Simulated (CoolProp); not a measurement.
Vapour-liquid equilibrium of R22 (1) + R114 (2) at 0.712 MPa; x and y are mole fractions of (1).

The numbers come from the multi-fluid Helmholtz-energy mixture model, Kamei 1995 and Platzer 1990; pair parameters Bell 2016 in CoolProp. This equation is an older, rougher fit; its heat capacities, sound speeds and derivatives of the liquid may be far off and weren't checked against measurements.

| x | bubble temperature (K) | y at the bubble point | dew temperature at overall composition x (K) | liquid density (mol/L) |
|---|---|---|---|---|
| 0.05 | 333.4 | 0.193 | 339.5 | 7.955 |
| 0.2 | 316.6 | 0.524 | 333.0 | 8.774 |
| 0.35 | 306.8 | 0.685 | 325.9 | 9.563 |
| 0.5 | 300.0 | 0.785 | 318.0 | 10.41 |
| 0.65 | 294.6 | 0.860 | 309.0 | 11.37 |
| 0.8 | 290.0 | 0.924 | 298.9 | 12.50 |
| 0.95 | 285.9 | 0.982 | 288.2 | 13.85 |

No azeotrope shows between x = 0.05 and 0.95.

The pair parameters rest on a limited set of measurements; away from them the model extrapolates.
